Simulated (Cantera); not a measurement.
Charge: 1 mol Al, 1.1 mol Cl2, a varied amount of N2, 2.5 mol HCl, held at 1198.15 K and 1.73 Torr.

Equilibrium computed with Cantera from the NASA thermochemical tables; the gas is ideal and each condensed phase is pure. Candidate condensed phases: Al, AlCl3, AlN, NH4Cl; 20 gas species. The tables' values for AlCl2 are old estimates; treat these amounts as uncertain. The numbers say what is thermodynamically allowed, not how fast it happens.

x: gas mole fraction; nothing condenses.

```json
[
 {"n(N2) (mol)": "5", "x N2": "0.617", "x HCl": "0.210", "x AlCl3": "0.123", "x H2": "0.0493", "x AlCl2": "9.55e-5", "x Cl": "3.26e-6"},
 {"n(N2) (mol)": "9.6", "x N2": "(withheld)", "x HCl": "(withheld)", "x AlCl3": "(withheld)", "x H2": "(withheld)", "x AlCl2": "7.62e-5", "x Cl": "(withheld)"},
 {"n(N2) (mol)": "14", "x N2": "0.819", "x HCl": "0.0995", "x AlCl3": "0.0584", "x H2": "0.0234", "x AlCl2": "6.56e-5", "x Cl": "2.25e-6"},
 {"n(N2) (mol)": "19", "x N2": "0.860", "x HCl": "0.0770", "x AlCl3": "0.0452", "x H2": "0.0181", "x AlCl2": "5.77e-5", "x Cl": "1.98e-6"},
 {"n(N2) (mol)": "23", "x N2": "0.881", "x HCl": "0.0652", "x AlCl3": "0.0383", "x H2": "0.0153", "x AlCl2": "5.31e-5", "x Cl": "1.82e-6"},
 {"n(N2) (mol)": "28", "x N2": "0.900", "x HCl": "0.0547", "x AlCl3": "0.0321", "x H2": "0.0128", "x AlCl2": "4.86e-5", "x Cl": "1.67e-6"},
 {"n(N2) (mol)": "32", "x N2": "0.912", "x HCl": "0.0485", "x AlCl3": "0.0284", "x H2": "0.0114", "x AlCl2": "4.58e-5", "x Cl": "1.57e-6"},
 {"n(N2) (mol)": "37", "x N2": "0.923", "x HCl": "(withheld)", "x AlCl3": "(withheld)", "x H2": "(withheld)", "x AlCl2": "4.28e-5", "x Cl": "1.47e-6"},
 {"n(N2) (mol)": "42", "x N2": "0.931", "x HCl": "0.0377", "x AlCl3": "0.0221", "x H2": "0.00885", "x AlCl2": "4.03e-5", "x Cl": "1.38e-6"}
]
```

Q: Complete the blanks.

A: 
- 9.6, x N2: 0.756
- 9.6, x HCl: 0.134
- 9.6, x AlCl3: 0.0787
- 9.6, x H2: 0.0315
- 9.6, x Cl: 2.60e-6
- 37, x HCl: 0.0424
- 37, x AlCl3: 0.0249
- 37, x H2: 0.00995
